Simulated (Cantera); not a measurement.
Mixture: H2 : O2 : N2 : NO = 1 : 0.357 : 1.34 : 0.0044 (molar parts), at 1000000 Pa, adiabatic and at constant volume. Ignition delay is the time to a rise of 400 K.

Computed with Cantera and GRI-Mech 3.0 (53 species, 325 reactions). The hydrogen kinetics of GRI-Mech 3.0 are dated; newer H2 mechanisms differ, most at raised pressure. The mechanism lacks 2 NO + O2 → 2 NO2 and HONO, so NO2 and the effect of NO are under-described below about 1400 K. Where the delays flatten at high temperature, the 400 K rule measures the pace of heat release, not the induction time.

Task: Predict: delay at 1225 K; delay at 1375 K; delay at 1525 K; delay at 1675 K; delay at 1825 K.

Result: 
```json
{
  "delay at 1225 K": "10.5 µs",
  "delay at 1375 K": "2.59 µs",
  "delay at 1525 K": "1.29 µs",
  "delay at 1675 K": "0.812 µs",
  "delay at 1825 K": "0.583 µs"
}
```
